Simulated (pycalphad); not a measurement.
All values are pycalphad results on the COST 507 light-alloy database (1999) (1 atm), not direct measurements. The database dates from 1999; later assessments differ in places, in temperatures and in the compounds included. Amounts are mole fractions of atoms. Kinetics are ignored, which matters at the lower temperatures.

### Question
Give the equilibrium state of Ti-46.54B (wt.%) at 850 K.

### Answer
```
T = 850.00 K, P = 101325 Pa, N = 1 mol of atoms
G = -80374 J/mol, H = -54406 J/mol, S = 30.55 J/(mol K)  (SER reference)
chemical potentials (J/mol): Ti -349142, B -10643
phase             fraction      x(Ti)       x(B)
B2M                 0.6180     0.3333     0.6667
BETA_RHOMBO_B       0.3820       none     1.0000
```

### Question
Give the equilibrium state of Ti-46.54B (wt.%) at 3100 K.

### Answer
LIQUID, fraction 0.773, with 52.7 B wt.%; B2M, fraction 0.227, with 31.1 B wt.%.

Database names, with the compositions (at.%) that they take in these runs: B2M: B 67 Ti 33. BETA_RHOMBO_B is β-boron. An entry "none" or "no" means that the model of the phase leaves that element out.
